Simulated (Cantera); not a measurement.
Input (Python, Cantera):

```python
import numpy as np
import cantera as ct

gas = ct.Solution("h2o2.yaml")
gas.TPX = 1373, 11000, {'H2': 0.96, 'O2': 1, 'N2': 5.1}
reactor = ct.IdealGasConstPressureReactor(gas, energy="off", clone=False)
net = ct.ReactorNet([reactor])
net.rtol, net.atol = 1e-08, 1e-18
show = ['H2', 'O2', 'O', 'HO2', 'H2O']
times = np.geomspace(3e-05, 1, 10)

steps = ct.SolutionArray(gas, extra=["t"])
rows = []
print(f"{'t/s':>10s}{'T/K':>9s}{'P/Pa':>11s}" + "".join(f"{s:>11s}" for s in show))
for t in times:
    while net.time < t:
        t_next = net.step()
        steps.append(gas.state, t=t_next)
    rows.append([np.interp(t, steps.t, y) for y in (steps.T, steps.P, *steps(*show).X.T)])
    print(f"{t:10.3e}{rows[-1][0]:9.1f}{rows[-1][1]:11.4g}" + "".join(f"{x:11.3e}" for x in rows[-1][2:]))
rate = np.gradient(steps.T, steps.t)
print("integrator steps:", len(steps.t))
if steps.T.max() > steps.T[0] + 200:
    print(f"time of steepest temperature rise: {steps.t[rate.argmax()]:.4e} s")
gas.TPX = 1373, 11000, {'H2': 0.96, 'O2': 1, 'N2': 5.1}
gas.equilibrate("TP")
print(f"equilibrium (TP): T = {gas.T:.1f} K  " + "  ".join(f"{s} {gas[s].X[0]:.3e}" for s in show))
```

Output:

```
       t/s      T/K       P/Pa         H2         O2          O        HO2        H2O
 3.000e-05   1373.0    1.1e+04  1.360e-01  1.416e-01  3.836e-08  7.645e-08  1.230e-07
 9.543e-05   1373.0    1.1e+04  1.360e-01  1.416e-01  3.239e-06  3.226e-07  1.580e-05
 3.035e-04   1373.0    1.1e+04  1.665e-02  8.270e-02  2.407e-02  5.258e-06  8.768e-02
 9.655e-04   1373.0    1.1e+04  1.172e-02  8.013e-02  1.769e-02  5.498e-06  1.066e-01
 3.071e-03   1373.0    1.1e+04  5.397e-03  7.863e-02  6.476e-03  5.524e-06  1.319e-01
 9.769e-03   1373.0    1.1e+04  7.592e-04  7.860e-02  8.279e-04  3.266e-06  1.439e-01
 3.107e-02   1373.0    1.1e+04  6.542e-05  7.890e-02  7.118e-05  6.196e-07  1.456e-01
 9.884e-02   1373.0    1.1e+04  9.088e-06  7.898e-02  1.009e-05  1.091e-07  1.458e-01
 3.144e-01   1373.0    1.1e+04  1.968e-06  7.901e-02  2.218e-06  3.352e-08  1.459e-01
 1.000e+00   1373.0    1.1e+04  6.541e-07  7.901e-02  7.395e-07  2.394e-08  1.459e-01
integrator steps: 1781
equilibrium (TP): T = 1373.0 K  H2 4.667e-07  O2 7.902e-02  O 5.257e-07  HO2 2.411e-08  H2O 1.459e-01
```

Detailed kinetics in Cantera: the H2/O2 subset of GRI-Mech 3.0, which has no nitrogen chemistry. The temperature is held fixed by assumption; the heat of reaction is taken as removed at once.
